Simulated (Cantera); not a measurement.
# Premixed flame

A freely propagating, adiabatic, planar premixed flame of H₂ : O₂ : N₂ = 1 : 0.185 : 0.907 (molar parts), equivalence ratio 2.7, unburnt at 500 K and 3380 Torr; mixture-averaged transport, grid criteria slope 0.08 and curve 0.16, no radiation.

Cantera simulation using the H2/O2 subset of GRI-Mech 3.0, which has no nitrogen chemistry; the numbers are that mechanism's predictions, not measurements. The hydrogen kinetics of GRI-Mech 3.0 are dated; newer H2 mechanisms differ, most at raised pressure. Burning velocities carry a grid error of a few per cent, more on coarse grids.

| z (mm) | T (K) | u (m/s) | x H₂ | x O₂ | x HO₂ | x H₂O | x OH | x H₂O₂ |
|---|---|---|---|---|---|---|---|---|
| -0.211 | 500 | 4.18 | 0.478 | 0.0884 | <1e-8 | <1e-8 | <1e-8 | <1e-8 |
| -0.141 | 500 | 4.18 | 0.478 | 0.0884 | 1.39e-8 | 1.82e-7 | <1e-8 | <1e-8 |
| -0.106 | 500 | 4.18 | 0.478 | 0.0885 | 1.85e-7 | 2.00e-6 | <1e-8 | <1e-8 |
| -0.0704 | 504 | 4.20 | 0.476 | 0.0887 | 4.43e-6 | 3.69e-5 | <1e-8 | 2.41e-7 |
| -0.0352 | 600 | 4.89 | 0.461 | 0.0889 | 0.000540 | 0.00461 | 4.96e-5 | 3.27e-5 |
| -0.0176 | 872 | 6.92 | 0.429 | 0.0796 | 0.000493 | 0.0313 | 0.000403 | 5.24e-5 |
| 0 | 1200 | 9.35 | 0.385 | 0.0565 | 0.000229 | 0.0821 | 0.000656 | 1.57e-5 |
| 0.0176 | 1432 | 11.1 | 0.344 | 0.0291 | 0.000104 | 0.135 | 0.000947 | 2.52e-6 |
| 0.0352 | 1557 | 12.0 | 0.322 | 0.0117 | 4.03e-5 | 0.168 | 0.000965 | 8.98e-7 |
| 0.0704 | 1658 | 12.8 | 0.312 | 0.00175 | 5.67e-6 | 0.188 | 0.000852 | 2.98e-7 |
| 0.141 | 1730 | 13.3 | 0.315 | 9.61e-5 | 3.07e-7 | 0.192 | 0.000716 | 1.21e-7 |
| 0.281 | 1787 | 13.7 | 0.319 | 6.02e-6 | 2.89e-8 | 0.193 | 0.000521 | 5.46e-8 |
| 0.563 | 1826 | 13.9 | 0.323 | 1.83e-6 | 1.05e-8 | 0.194 | 0.000333 | 2.19e-8 |
x: mole fraction of selected species; z is measured from the peak of heat release.

```
Quantity                      Value
------------------------  ---------
laminar burning velocity   418 cm/s
thermal thickness         0.0704 mm
peak x(HO₂)                0.000690
peak x(OH)                 0.000983
peak x(H₂O₂)                5.60e-5
grid points                     110
```
